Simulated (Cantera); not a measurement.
CCl₄ + H₂ (fluorocarbon and chlorocarbon gases)

Charge: 1 mol CCl₄, 4.9 mol H₂, at 29.3 Torr.

Method: chemical equilibrium by Gibbs-energy minimisation in Cantera with the NASA 1993 tables (ideal gas, pure condensed phases). Candidate condensed phases: C, C₆H₆, C₇H₈, C₈H₁₈; 103 gas species. Ions and electrons are included (thermal ionisation). The tables' values for CCl are old estimates; treat these amounts as uncertain. Equilibrium is a limit: real reactors are often held back by kinetics, nucleation or transport.

```csv
T (°C),log p H,log p HCl,log p H₂,log p Cl,log p C,log p C₂H₂ (acetylene),log p C₃,n C(graphite)
1727,-3.68,-1.65,-1.79,-3.67,-10.52,-4.90,-10.56,0.995
2227,-2.51,-1.74,-1.83,-2.57,-6.78,-3.79,-6.30,0.936
2727,-1.85,-2.15,-2.10,-2.07,-4.30,-3.30,-3.51,0.373
3227,-1.62,-2.96,-2.78,-1.98,-3.12,-4.64,-3.31,0
3727,-1.59,-3.79,-3.59,-1.98,-2.65,-6.74,-4.39,0
4227,-1.59,-4.45,-4.26,-1.98,-2.59,-9.03,-6.17,0
4727,-1.59,-4.99,-4.79,-1.98,-2.58,-10.94,-7.71,0
```
log p: log10 of the partial pressure in bar; n: condensed amount in mol.

From 1727 °C to 2727 °C the condensed part is C(graphite). From 3227 °C to 4727 °C nothing is condensed. The main C-bearing gas is C₂H₂ (acetylene) at 1727 °C and C at 4727 °C.
